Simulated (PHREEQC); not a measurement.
NaCl is added in steps, without added water, to 1 kg of water holding 0.013 mol FeSO4, 4e-05 mol MgSO4, 0.17 mol H2SO4 and 0.02 mol Na2SO4, at 20 °C. The system is closed to oxygen. The system is closed to CO2. Solids allowed: Halite, Melanterite. Others were left out.

Base run: PHREEQC, ion-association model, phreeqc.dat. Each further column changes one thing. The table gives NaSO4- (mol/kgw).

```
NaCl added (mol)     base  Na2SO4 replaced by KHSO4 at the same molality  temperature from 20 to 25 °C  no solid may form
----------------  -------  ---------------------------------------------  ----------------------------  -----------------
0                 0.00179                                              0                       0.00171            0.00179
0.045             0.00370                                        0.00184                       0.00355            0.00370
0.0825            0.00525                                              ?                       0.00503            0.00525
0.1275            0.00704                                              ?                       0.00676            0.00704
0.1725            0.00880                                        0.00674                       0.00845            0.00880
0.2175             0.0105                                              ?                        0.0101             0.0105
0.255              0.0119                                              ?                        0.0115             0.0119
0.3                0.0136                                         0.0114                        0.0131             0.0136
```

### Question
Complete the blanks.

### Answer

- 0.0825, Na2SO4 replaced by KHSO4 at the same molality: 0.00332
- 0.1275, Na2SO4 replaced by KHSO4 at the same molality: 0.00505
- 0.2175, Na2SO4 replaced by KHSO4 at the same molality: 0.00839
- 0.255, Na2SO4 replaced by KHSO4 at the same molality: 0.00975

 Solids allowed in the column 'Na2SO4 replaced by KHSO4 at the same molality': Halite, Sylvite, Melanterite.
